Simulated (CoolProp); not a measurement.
Ethylene at several states: density (kg/m³) from the reference equation and from simpler models built on Tc = 282.4 K, pc = 5.042 MPa, ω = 0.087; each cubic takes its own stable root.

Computed with CoolProp (reference Helmholtz-energy equation of state, Smukala 2000).

| T (K) | p (MPa) | phase | reference |
|---|---|---|---|
| 194.4 | 2.69 | liquid | 533.6 |
| 330.3 | 3.51 | gas | 42.44 |
| 218.6 | 0.0238 | gas | 0.3686 |
| 149.4 | 7.86 | liquid | 601.4 |
| 207.8 | 0.0513 | gas | 0.8403 |

### Question
How far does each simpler model (van der Waals, Redlich-Kwong, Peng-Robinson) lie from the reference over these 5 states: mean and median of the absolute difference, and the worst?

### Answer
- van der Waals: mean 13.7 %, median 0.3 %, worst -34.0 % at 194.4 K and 2.69 MPa
- Redlich-Kwong: mean 1.7 %, median 0.6 %, worst -4.5 % at 194.4 K and 2.69 MPa
- Peng-Robinson: mean 3.9 %, median 2.3 %, worst +8.7 % at 149.4 K and 7.86 MPa
